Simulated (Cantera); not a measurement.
An isothermal, constant-pressure homogeneous reactor starts with 40.7 % CH4, 23.2 % H2O, 36.2 % H2, at 1725 K and 173 Torr.

Computed with Cantera and GRI-Mech 3.0 (53 species, 325 reactions). GRI-Mech 3.0 stops at C3 and has no aromatics, soot or wall deposition, so with more carbon than oxygen in the feed, carbon stays in small species such as C2H2 where larger ones or solid carbon would form.

One state of this run: x CH4 = 0.347; x H2O = 0.223; x H2 = 0.406; x O2 = 1.17e-10; x CO = 0.000158; x O = 1.06e-9; x C2H2 = 0.0132. x: mole fraction; the columns are a selection and need not sum to one.

### Question
Which value of t (s) does it belong to?
A. 0.000246
B. 7.00e-6
C. 0.0284
D. 0.00265

### Answer
D, 0.00265
